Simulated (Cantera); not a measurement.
A closed system holds: 1 mol MgO, 2.7 mol HF, 6.8 mol H₂, equilibrated at 802 °C.

Equilibrium computed with Cantera from the NASA thermochemical tables; the gas is ideal and each condensed phase is pure. Candidate condensed phases: H₂O, Mg, MgF₂, MgO, Mg(OH)₂; 31 gas species. Mutual solubility and eutectic melting of coexisting phases are not modelled. Equilibrium is a limit: real reactors are often held back by kinetics, nucleation or transport.

x: gas mole fraction; n: condensed amount in mol.

| P (Pa) | x H₂ | x HF | x H₂O | x MgF₂ | n MgF₂(s) | n MgO(s) |
|---|---|---|---|---|---|---|
| 1 | 0.722 | 0.269 | 0.00862 | ? | 0.0808 | 0.919 |
| 10 | 0.750 | 0.201 | 0.0482 | ? | 0.437 | 0.563 |
| 100 | 0.794 | 0.0961 | 0.110 | ? | 0.939 | 0.0613 |
| 1000 | 0.800 | 0.0824 | 0.118 | ? | 1.00 | 0 |
| 10000 | 0.800 | 0.0824 | 0.118 | ? | 1.00 | 0 |
| 100000 | 0.800 | 0.0824 | 0.118 | ? | 1.00 | 0 |

Problem. Fill in the missing entries.

Solution. 
- 1, x MgF₂: 3.61e-5
- 10, x MgF₂: 3.61e-6
- 100, x MgF₂: 3.61e-7
- 1000, x MgF₂: 3.61e-8
- 10000, x MgF₂: 3.61e-9
- 100000, x MgF₂: 3.61e-10
